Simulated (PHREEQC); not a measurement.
**Metal-bearing waste water**

A solution holds 0.0025 mol FeSO4 per kg of water, at 25 °C. Closed to the air; pH follows from the charge balance.

The numbers come from PHREEQC with the ion-association model, wateq4f.dat.

No solid was allowed to form.

**Question.** Predict the pH.

**Answer.** pH 6.19.

**Question.** In which forms is Fe present?

**Answer.** Fe+2 85 %, FeSO4 15 % of the Fe.

Species that the database lacks are ignored.
